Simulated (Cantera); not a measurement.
Cantera run:

```python
import numpy as np
import cantera as ct

gas_names = """
    CL CL2 H HCL H2 Si SiCL SiCL2 SiCL3 SiCL4 SiH SiHCL3 SiH2 SiH2CL2 SiH3 SiH3CL SiH4 Si2 Si3
""".split()
cond_names = """
    Si(cr) Si(L)
""".split()


# ... load() reads the species with a 1 bar reference pressure and builds the phases ...
atoms = {
    'SiCl4': {'Si': 1, 'CL': 4},
    'HCl': {'H': 1, 'CL': 1},
    'H2': {'H': 2},
}
top_T = {}  # K; cautious upper limits of use, not melting points


# ... equilibrate(T, P, feed) seeds the gas with the atoms and calls Mixture.equilibrate('TP', solver="vcs", rtol=1e-11, max_steps=5000) ...
results = []
feed = {'SiCl4': 1, 'HCl': 0.7, 'H2': 12}  # mol
P = 1600000  # Pa
for T in [525, 675, 825, 975, 1125, 1275, 1425]:
    mix = equilibrate(T, P, feed)
    results.append((T, P, feed, dict(zip(mix.species_names, mix.species_moles))))
    x = sorted(zip(gas.X, gas.species_names), reverse=True)
    print(f"T = {T:g} K  P = {P:g} Pa  gas = {mix.phase_moles(0):.4g} mol")
    print("   x: " + "  ".join(f"{s} {v:.3e}" for v, s in x if v > 1e-05))
    print("   condensed (mol): " + ("  ".join(f"{mix.phase(i).name} {mix.phase_moles(i):.4g}"
          for i in range(1, mix.n_phases) if mix.phase_moles(i) > 1e-12) or "none"))
```

It prints:

```
T = 525 K  P = 1.6e+06 Pa  gas = 13.7 mol
   x: H2 8.759e-01  SiCL4 7.299e-02  HCL 5.110e-02
   condensed (mol): none
T = 675 K  P = 1.6e+06 Pa  gas = 13.7 mol
   x: H2 8.757e-01  SiCL4 7.283e-02  HCL 5.126e-02  SiHCL3 1.632e-04
   condensed (mol): none
T = 825 K  P = 1.6e+06 Pa  gas = 13.7 mol
   x: H2 8.744e-01  SiCL4 7.152e-02  HCL 5.257e-02  SiHCL3 1.471e-03
   condensed (mol): none
T = 975 K  P = 1.6e+06 Pa  gas = 13.7 mol
   x: H2 8.699e-01  SiCL4 6.707e-02  HCL 5.707e-02  SiHCL3 5.846e-03  SiH2CL2 5.334e-05  SiCL3 1.960e-05
   condensed (mol): none
T = 1125 K  P = 1.6e+06 Pa  gas = 13.7 mol
   x: H2 8.614e-01  HCL 6.558e-02  SiCL4 5.889e-02  SiHCL3 1.344e-02  SiH2CL2 3.762e-04  SiCL3 2.620e-04  SiCL2 1.435e-05
   condensed (mol): none
T = 1275 K  P = 1.6e+06 Pa  gas = 13.72 mol
   x: H2 8.497e-01  HCL 7.740e-02  SiCL4 4.825e-02  SiHCL3 2.138e-02  SiCL3 1.596e-03  SiH2CL2 1.313e-03  SiCL2 3.433e-04  SiH3CL 2.253e-05
   condensed (mol): none
T = 1425 K  P = 1.6e+06 Pa  gas = 13.78 mol
   x: H2 8.341e-01  HCL 9.338e-02  SiCL4 3.602e-02  SiHCL3 2.518e-02  SiCL3 5.404e-03  SiCL2 3.188e-03  SiH2CL2 2.686e-03  SiH3CL 8.287e-05
   condensed (mol): none
```

Method: chemical equilibrium by Gibbs-energy minimisation in Cantera with the NASA 1993 tables (ideal gas, pure condensed phases). The tables' values for SiCl3 are old estimates; treat these amounts as uncertain.
